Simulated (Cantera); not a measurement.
Charge: 1 mol NiS, a varied amount of H2, 1.9 mol N2, held at 1777 °C and 0.00410 bar.

Method: chemical equilibrium by Gibbs-energy minimisation in Cantera with the NASA 1993 tables (ideal gas, pure condensed phases). Candidate condensed phases: Ni, NiS, NiS2, Ni3S2, Ni3S4, S; 17 gas species. Rates play no part.

**Question.** Which condensed phases are stable at each of these points (n(H2) (mol)): 2.3, 2.8, 3.3, 3.9, 4.7, 5.6, 6.6, 7.9, 9.3?

**Answer.** 
| n(H2) (mol) | condensed phases | Ni condensed (%) |
|---|---|---|
| 2.3 | Ni(l) | 49.2 |
| 2.8 | Ni(l) | 44.3 |
| 3.3 | Ni(l) | 39.4 |
| 3.9 | Ni(l) | 33.6 |
| 4.7 | Ni(l) | 25.9 |
| 5.6 | Ni(l) | 17.3 |
| 6.6 | Ni(l) | 7.7 |
| 7.9 | gas only | 0.0 |
| 9.3 | gas only | 0.0 |

From 2.3 mol H2 to 6.6 mol H2 the condensed part is Ni(l). From 7.9 mol H2 to 9.3 mol H2 nothing is condensed.
